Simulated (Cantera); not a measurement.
## Transport properties of process gases

Gas mixture: O2 = 0.74 (molar parts), at 100000 Pa, frozen composition.

Cantera's kinetic-theory transport with the Lennard-Jones parameters of GRI-Mech 3.0, ideal gas; thermal conductivity in the multicomponent form.

```tsv
T (K)	ρ (kg/m³)	cp (J/kg/K)	μ (µPa s)	λ (mW/m/K)	Pr	D (cm²/s) NH3	D (cm²/s) CH3	D (cm²/s) H2O
400	0.962	941.4	25.6	33.9	0.712	0.390	0.384	0.405
500	0.770	971.4	30.0	41.1	0.711	0.591	0.566	0.617
600	0.641	1003	34.1	48.1	0.710	0.823	0.774	0.864
700	0.550	1031	37.8	54.9	0.710	1.08	1.01	1.14
800	0.481	1055	41.4	61.5	0.710	1.37	1.26	1.45
900	0.428	1074	44.7	67.7	0.709	1.69	1.54	1.79
1000	0.385	1090	47.9	73.7	0.709	2.02	1.84	2.15
1100	0.350	1103	51.0	79.4	0.709	2.38	2.15	2.53
```
D: mixture-averaged diffusion coefficient of that species in the mixture.
